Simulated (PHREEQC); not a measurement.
1 kg of water holding 0.6 mol/kgw MgBr2, 0.0022 mol/kgw CaSO4 and 0.14 mol/kgw NaBr is evaporated at 25 °C; the solids stay in contact with the brine. CO2 from the air is kept out. The run lets Bloedite, Brucite, Epsomite, Glauberite, Gypsum, Anhydrite, Hexahydrite, Kieserite, Mirabilite, Portlandite, Thenardite precipitate or redissolve, and no other solid.

Equilibrium calculation in PHREEQC: Pitzer model, pitzer.dat.

```csv
water left (kg),ionic strength,water activity,Ca in solution (mol/kgw),S in solution (mol/kgw)
1,1.95,0.961,0.00220,0.00220
0.8219,2.37,0.950,0.00268,0.00268
0.6755,2.88,0.936,0.00326,0.00326
0.5552,3.51,0.917,0.00396,0.00396
0.4563,4.27,0.891,0.00482,0.00482
0.375,5.20,0.855,0.00587,0.00587
```

Complexes and solids missing from the database can't appear.
